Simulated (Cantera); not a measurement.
An isothermal, constant-pressure homogeneous reactor starts with 1.79 % H2, 85.4 % O2, 12.8 % N2, equivalence ratio 0.011, at 1450 K and 0.0132 atm.

Detailed kinetics in Cantera: the H2/O2 subset of GRI-Mech 3.0, which has no nitrogen chemistry. Radical loss at walls, strong at low pressure, is not modelled.

x: mole fraction; the columns are a selection and need not sum to one.

| t (s) | x H2 | x O2 | x H2O2 | x HO2 | x OH | x H2O |
|---|---|---|---|---|---|---|
| 4.00e-5 | 0.0179 | 0.854 | 4.99e-12 | 2.79e-8 | 1.59e-8 | 1.87e-9 |
| 0.000237 | 0.0179 | 0.854 | 1.59e-10 | 1.65e-7 | 2.50e-7 | 1.72e-7 |
| 0.00140 | 0.0174 | 0.854 | 2.98e-9 | 9.04e-7 | 0.000264 | 0.000358 |
| 0.00828 | 0.000135 | 0.837 | 1.45e-8 | 5.96e-7 | 0.00253 | 0.0161 |
| 0.0490 | … | 0.839 | 1.39e-8 | 5.60e-7 | 0.00238 | 0.0163 |
| 0.290 | 6.18e-5 | 0.846 | 1.09e-8 | 4.01e-7 | 0.00173 | 0.0170 |
| 1.71 | … | 0.852 | … | … | … | 0.0177 |
| 10.1 | 5.34e-7 | 0.853 | 6.29e-10 | 4.08e-8 | 0.000161 | 0.0180 |
| 60.0 | 1.62e-7 | 0.853 | 2.97e-10 | 5.53e-8 | 8.89e-5 | 0.0181 |

Q: Some entries are withheld; supply them.

A: 
- 0.0490, x H2: 0.000118
- 1.71, x H2: 8.50e-6
- 1.71, x H2O2: 4.00e-9
- 1.71, x HO2: 1.19e-7
- 1.71, x OH: 0.000643
